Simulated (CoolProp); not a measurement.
Vapour pressure (MPa) of octamethyltrisiloxane (MDM): the reference equation beside estimates from Tc = 292.2 °C, pc = 1.438 MPa, ω = 0.528.

Values from CoolProp's reference Helmholtz-energy equation of state, Thol 2017.

```csv
T (°C),reference,Lee-Kesler,van der Waals,Redlich-Kwong,Peng-Robinson
138.05,?,0.06765,0.3493,0.1722,0.06804
149.75,0.09428,0.09336,0.4009,0.2148,0.09362
161.35,0.1270,0.1258,0.4565,0.2639,0.1259
173.05,0.1683,0.1667,0.5175,0.3208,0.1668
184.65,0.2187,0.2167,0.5827,0.3851,0.2169
196.35,0.2804,0.2779,0.6535,0.4584,0.2785
207.95,0.3538,0.3509,0.7289,0.5399,0.3521
219.65,0.4417,0.4385,0.8101,0.6316,0.4408
231.25,0.5444,0.5410,0.8959,0.7322,0.5447
242.95,0.6654,0.6624,0.9880,0.8440,0.6678
254.55,0.8050,0.8030,1.085,0.9654,0.8098
266.25,?,?,1.188,1.099,0.9757
277.85,1.157,1.159,1.296,1.243,1.165
```

Question: Complete the blanks.

Answer: 
- 138.05, reference: 0.06830
- 266.25, reference: 0.9685
- 266.25, Lee-Kesler: 0.9682

Absolute difference from the reference over all 13 rows, mean and median: Lee-Kesler 0.7 and 0.8 %, van der Waals 144.2 and 106.0 %, Redlich-Kwong 62.7 and 52.6 %, Peng-Robinson 0.6 and 0.7 %.
